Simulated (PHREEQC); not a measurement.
0.2 mol of Cd(OH)2 (Cd(OH)2) is brought to equilibrium with 1 kg of water holding 0.07 mol NaHCO3, with rising amounts of KCl, at 25 °C. O2 is buffered at 0.21 atm. CO2 from the air is kept out. The run lets Cd(OH)2, Otavite, CdOHCl, Halite, Nahcolite, Natron precipitate or redissolve, and no other solid.

Computed with PHREEQC (ion-association model with the Debye-Hückel limiting law, wateq4f.dat).

```
KCl added (mol)     pH  dissolved Cd (mol/kgw)  Otavite (mol)
---------------  -----  ----------------------  -------------
0                11.76                 2.76e-7         0.0389
0.00833          11.75                 2.95e-7         0.0389
0.0167           11.74                 3.15e-7         0.0389
0.025            11.73                 3.34e-7         0.0388
0.0333           11.72                 3.55e-7         0.0388
0.0417           11.71                 3.75e-7         0.0388
0.05             11.70                 3.96e-7         0.0387
0.0583           11.69                 4.17e-7         0.0387
0.0667           11.68                 4.39e-7         0.0387
0.075            11.67                 4.61e-7         0.0386
0.0833           11.66                 4.83e-7         0.0386
0.0917           11.65                 5.06e-7         0.0386
0.1              11.64                 5.29e-7         0.0385
```

The database's cadmium carbonate complexes are estimates of doubtful size.
